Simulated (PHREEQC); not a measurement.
## Metal-bearing waste water: speciation

Make-up at 20 °C: 60 mmol/kgw FeCl3 and 96 mmol/kgw Na2SO4. Closed to the air; pH follows from the charge balance.

Equilibrium calculation in PHREEQC: ion-association model, phreeqc.dat.

Each row changes one thing in this solution. This is a speciation only: nothing precipitates in the calculation.

| case | pH | ionic strength (mol/kgw) | Na+ (mol/kgw) | Cl- (mol/kgw) | FeSO4+ (mol/kgw) | SO4-2 (mol/kgw) | SI of Halite (NaCl) | SI of Goethite (FeOOH) |
|---|---|---|---|---|---|---|---|---|
| as made | 2.55 | 0.321 | 0.184 | 0.174 | 0.0382 | 0.0336 | -3.36 | +4.99 |
| temperature from 20 to 60 °C | 2.42 | 0.339 | 0.183 | 0.174 | 0.0318 | 0.0341 | -3.42 | +5.50 |
| FeCl3 from 0.06 to 0.066 mol/kgw | 2.50 | 0.334 | 0.185 | 0.190 | 0.0413 | 0.0311 | -3.32 | +4.92 |
| temperature from 20 to 55 °C | 2.43 | 0.335 | 0.184 | 0.174 | 0.0330 | 0.0340 | -3.41 | +5.44 |
| diluted 2-fold with water | 2.65 | 0.168 | 0.0933 | 0.0883 | 0.0197 | 0.0188 | -3.91 | +5.18 |

Some of these states are supersaturated (in Hematite (slow to form), Goethite (slow to form), for instance). At this temperature some constants are extrapolated from 25 °C, and those without enthalpy data are left unchanged.
